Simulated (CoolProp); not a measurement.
A single-stage vapour-compression cycle with R13: evaporating at 195.15 K (dew point), condensing at 251.15 K (bubble point), superheat 5 K, subcooling 5 K, compressor efficiency 0.8, no pressure losses. Each further row changes one setting.

Model: reference Helmholtz-energy equation of state, Platzer 1990, in CoolProp. This equation is an older, rougher fit; its heat capacities, sound speeds and derivatives of the liquid may be far off and weren't checked against measurements.

| case | cooling COP | pressure ratio | discharge temperature (K) | refrigerating effect (kJ/kg) | volumetric capacity (kJ/m³) |
|---|---|---|---|---|---|
| as stated | 2.12 | 8.88 | 294.5 | 101 | 806 |
| evaporating temperature 200.15 K | 2.46 | 6.92 | 289.5 | (withheld) | (withheld) |
| condensing temperature 246.15 K | 2.42 | 7.63 | 287.3 | 107 | 847 |
| subcooling 10 K | (withheld) | 8.88 | 294.5 | 107 | 847 |
| superheat 15 K | 2.12 | 8.88 | 305.9 | 107 | 803 |
| compressor efficiency 0.7 | 1.86 | 8.88 | 304.1 | 101 | 806 |

Question: Fill in the missing entries.

Answer: 
- evaporating temperature 200.15 K, refrigerating effect (kJ/kg): 103
- evaporating temperature 200.15 K, volumetric capacity (kJ/m³): 1040
- subcooling 10 K, cooling COP: 2.23
